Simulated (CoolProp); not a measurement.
Sulfur dioxide along the isobar 0.884 MPa: Z from the reference equation and from simpler models built on Tc = 157.5 °C, pc = 7.887 MPa, ω = 0.256; each cubic takes its own stable root.

Model: reference Helmholtz-energy equation of state, Gao 2016, in CoolProp.

```json
[
 {"T (°C)": "-54.35", "phase": "liquid", "reference": "0.01976", "van der Waals": "0.03376", "Redlich-Kwong": "0.02276", "Soave-Redlich-Kwong": "0.02228"},
 {"T (°C)": "-44.85", "phase": "liquid", "reference": "0.01923", "van der Waals": "0.03277", "Redlich-Kwong": "0.02213", "Soave-Redlich-Kwong": "0.02162"},
 {"T (°C)": "-35.25", "phase": "liquid", "reference": "0.01874", "van der Waals": "0.03188", "Redlich-Kwong": "0.02156", "Soave-Redlich-Kwong": "0.02102"},
 {"T (°C)": "-25.65", "phase": "liquid", "reference": "0.01831", "van der Waals": "0.03108", "Redlich-Kwong": "0.02106", "Soave-Redlich-Kwong": "0.02049"},
 {"T (°C)": "-16.05", "phase": "liquid", "reference": "0.01792", "van der Waals": "0.03037", "Redlich-Kwong": "0.02062", "Soave-Redlich-Kwong": "0.02002"},
 {"T (°C)": "-6.45", "phase": "liquid", "reference": "0.01757", "van der Waals": "0.02975", "Redlich-Kwong": "0.02024", "Soave-Redlich-Kwong": "0.01960"},
 {"T (°C)": "3.15", "phase": "liquid", "reference": "0.01726", "van der Waals": "0.8969", "Redlich-Kwong": "0.01992", "Soave-Redlich-Kwong": "0.01925"},
 {"T (°C)": "12.75", "phase": "liquid", "reference": "0.01699", "van der Waals": "0.9054", "Redlich-Kwong": "0.01965", "Soave-Redlich-Kwong": "0.01895"},
 {"T (°C)": "22.25", "phase": "liquid", "reference": "0.01676", "van der Waals": "0.9128", "Redlich-Kwong": "0.01944", "Soave-Redlich-Kwong": "0.01870"},
 {"T (°C)": "31.85", "phase": "liquid", "reference": "0.01656", "van der Waals": "0.9195", "Redlich-Kwong": "0.01929", "Soave-Redlich-Kwong": "0.01851"},
 {"T (°C)": "41.45", "phase": "liquid", "reference": "0.01641", "van der Waals": "0.9254", "Redlich-Kwong": "0.9000", "Soave-Redlich-Kwong": "0.01837"}
]
```

At some of these states van der Waals, Redlich-Kwong gives the other phase, because its saturation line lies elsewhere.
